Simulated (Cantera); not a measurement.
A closed system holds: 1 mol BF3, 0.17 mol O2, at 2375 K and 1.00 Torr.

Method: chemical equilibrium by Gibbs-energy minimisation in Cantera with the NASA 1993 tables (ideal gas, pure condensed phases). Candidate condensed phases: B, B2O3; 21 gas species. The tables' values for BF2 are old estimates; treat these amounts as uncertain. The numbers say what is thermodynamically allowed, not how fast it happens.

### Question
What is the equilibrium state?

### Answer
| Quantity | Result |
|---|---|
| x(BF3) | 0.470 |
| x(F) | 0.326 |
| x(BOF) | 0.161 |
| x(O) | 0.0251 |
| x(O2) | 0.0146 |
| x(BF2) | 0.00304 |
| x(BOF2) | 0.000248 |
| x(BO2) | 1.43e-5 |
| x(BO) | 8.39e-6 |
| gas amount | 1.576 mol |
| log10 activity of B(l) (absent) | -10.23 |
